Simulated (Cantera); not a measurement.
**Adiabatic ignition**

An adiabatic, constant-pressure homogeneous reactor starts with 6.12 % CH4, 0.288 % C2H6, 0.795 % C3H8, 17.6 % O2, 75.2 % N2, equivalence ratio 0.98, at 1300 K and 33000 Pa.

Cantera simulation using GRI-Mech 3.0 (53 species, 325 reactions); the numbers are that mechanism's predictions, not measurements. GRI-Mech 3.0 was tuned for natural gas; its chemistry of propane as a main component is partial and can be far from experiment.

```json
[
 {"t (s)": "1.00e-6", "T (K)": "1300", "x CH4": "0.0612", "x C2H6": "0.00288", "x C3H8": "0.00795", "x CO": "<1e-12", "x CH3": "4.00e-7", "x NO": "<1e-12", "x N2O": "<1e-12"},
 {"t (s)": "3.16e-6", "T (K)": "1300", "x CH4": "0.0612", "x C2H6": "0.00288", "x C3H8": "0.00795", "x CO": "1.46e-12", "x CH3": "1.30e-6", "x NO": "<1e-12", "x N2O": "<1e-12"},
 {"t (s)": "1.00e-5", "T (K)": "1300", "x CH4": "0.0612", "x C2H6": "0.00287", "x C3H8": "0.00795", "x CO": "1.22e-10", "x CH3": "4.70e-6", "x NO": "<1e-12", "x N2O": "<1e-12"},
 {"t (s)": "3.16e-5", "T (K)": "1300", "x CH4": "0.0612", "x C2H6": "0.00287", "x C3H8": "0.00794", "x CO": "3.60e-9", "x CH3": "1.78e-5", "x NO": "<1e-12", "x N2O": "1.01e-12"},
 {"t (s)": "0.000100", "T (K)": "1300", "x CH4": "0.0612", "x C2H6": "0.00287", "x C3H8": "0.00790", "x CO": "8.92e-8", "x CH3": "6.26e-5", "x NO": "<1e-12", "x N2O": "1.13e-11"},
 {"t (s)": "0.000316", "T (K)": "1299", "x CH4": "0.0610", "x C2H6": "0.00286", "x C3H8": "0.00773", "x CO": "4.67e-6", "x CH3": "0.000204", "x NO": "<1e-12", "x N2O": "7.13e-11"},
 {"t (s)": "0.00100", "T (K)": "1302", "x CH4": "0.0603", "x C2H6": "0.00299", "x C3H8": "0.00701", "x CO": "0.000111", "x CH3": "0.000283", "x NO": "<1e-12", "x N2O": "2.59e-10"},
 {"t (s)": "0.00316", "T (K)": "1454", "x CH4": "0.0430", "x C2H6": "0.00182", "x C3H8": "0.00101", "x CO": "0.0141", "x CH3": "0.00133", "x NO": "3.31e-10", "x N2O": "5.65e-9"},
 {"t (s)": "0.0100", "T (K)": "2548", "x CH4": "<1e-12", "x C2H6": "<1e-12", "x C3H8": "<1e-12", "x CO": "0.0324", "x CH3": "<1e-12", "x NO": "0.00232", "x N2O": "1.84e-7"},
 {"t (s)": "0.0316", "T (K)": "2545", "x CH4": "<1e-12", "x C2H6": "<1e-12", "x C3H8": "<1e-12", "x CO": "0.0325", "x CH3": "<1e-12", "x NO": "0.00623", "x N2O": "2.07e-7"},
 {"t (s)": "0.100", "T (K)": "2543", "x CH4": "<1e-12", "x C2H6": "<1e-12", "x C3H8": "<1e-12", "x CO": "0.0326", "x CH3": "<1e-12", "x NO": "0.00700", "x N2O": "2.13e-7"},
 {"t (s)": "0.316", "T (K)": "2543", "x CH4": "<1e-12", "x C2H6": "<1e-12", "x C3H8": "<1e-12", "x CO": "0.0326", "x CH3": "<1e-12", "x NO": "0.00701", "x N2O": "2.13e-7"},
 {"t (s)": "1.00", "T (K)": "2543", "x CH4": "<1e-12", "x C2H6": "<1e-12", "x C3H8": "<1e-12", "x CO": "0.0326", "x CH3": "<1e-12", "x NO": "0.00701", "x N2O": "2.13e-7"}
]
```
x: mole fraction; the columns are a selection and need not sum to one.

```yaml
time_of_steepest_temperature_rise: 3.33 ms
temperature at 1.00 s: 2543 K
equilibrium_temperature: 2543 K
x(CH4) at 1.00 s: <1e-12 (gas-phase equilibrium <1e-12)
x(C2H6) at 1.00 s: <1e-12 (gas-phase equilibrium <1e-12)
x(C3H8) at 1.00 s: <1e-12 (gas-phase equilibrium <1e-12)
```
